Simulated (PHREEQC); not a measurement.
Ultrapure water in contact with air or piping: speciation

Model water analysis in mg/L, 50 °C, pH 5.8, pe 0.4:

```json
[
 {"constituent": "Na", "mg/L": "0.0925"},
 {"constituent": "K", "mg/L": "0.0104"},
 {"constituent": "Ca", "mg/L": "0.181"},
 {"constituent": "Mg", "mg/L": "0.00665"},
 {"constituent": "Cl", "mg/L": "0.0211"},
 {"constituent": "S(6) as SO4", "mg/L": "0.155"},
 {"constituent": "Alkalinity as HCO3", "mg/L": "0.845"},
 {"constituent": "Mn(2)", "mg/L": "0.00284"},
 {"constituent": "Sr", "mg/L": "0.000395"},
 {"constituent": "Li", "mg/L": "1.25e-05"}
]
```

Valence states are taken as typed.

Model: ion-association model, phreeqc.dat, run in PHREEQC.

Precipitation was switched off in this run.

Task: Predict the charge-balance error.

Result: charge-balance error -10.6 %.

Task: In which forms is C present?

Result: CO2 75 %, HCO3- 25 % of the C.

Complexes and solids missing from the database can't appear. Constants without temperature data keep their 25 °C values here.
